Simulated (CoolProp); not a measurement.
A single-stage vapour-compression cycle with R404A: evaporating at 285.15 K (dew point), condensing at 332.15 K (bubble point), superheat 5 K, subcooling 0 K, compressor efficiency 0.85, no pressure losses. Each further row changes one setting.

Model: reference Helmholtz-energy equation of state, Lemmon 2003, in CoolProp. It is a pseudo-pure fit of the blend.

| case | cooling COP | pressure ratio | discharge temperature (K) | refrigerating effect (kJ/kg) | volumetric capacity (kJ/m³) |
|---|---|---|---|---|---|
| as stated | 2.99 | 3.26 | 345.8 | 81.8 | 3490 |
| evaporating temperature 290.15 K | 3.53 | 2.83 | 345.1 | 84.1 | 4170 |
| condensing temperature 327.15 K | 3.68 | 2.92 | 339.9 | 91.8 | 3920 |
| subcooling 5 K | 3.39 | 3.26 | 345.8 | 92.7 | 3960 |
| superheat 15 K | 3.13 | 3.26 | 354.5 | 92.3 | 3700 |
| compressor efficiency 0.75 | 2.64 | 3.26 | 348.2 | 81.8 | 3490 |
